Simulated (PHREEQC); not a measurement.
A PHREEQC speciation (ion-association model, phreeqc.dat) at 25 °C gives pH 1.99 and these molalities:

```
species      mol/kgw
----------  --------
Cl-            0.530
FeCl+2         0.106
Cu+2          0.0671
FeCl2+        0.0434
Fe+3          0.0261
CuCl+         0.0210
H+            0.0138
FeOH+2       0.00661
Fe2(OH)2+4   0.00297
CuCl2        0.00189
FeCl3       0.000773
Fe3(OH)4+5  0.000270
Fe(OH)2+     5.70e-5
CuCl3-       4.32e-6
CuCl4-2      2.41e-8
CuOH+        2.27e-8
```

Question: What are the element totals, and what could have been dissolved in 1 kg of water to give them?

Answer: This is not unique; one that fits is totals Cl 0.750, Cu(2) 0.0900, Fe(3) 0.190 mol/kgw, from 0.09 mol/kgw CuCl2, 3.4e-05 mol/kgw HCl and 0.19 mol/kgw FeCl3.

Precipitation was switched off in this run. Saturation is exceeded, for instance for Hematite (slow to form), Goethite (slow to form); the values hold only as long as no solid forms. Caution: at this ionic strength the ion-association model is outside its range; a Pitzer model would be the better tool where its parameters exist. Complexes and solids missing from the database can't appear.
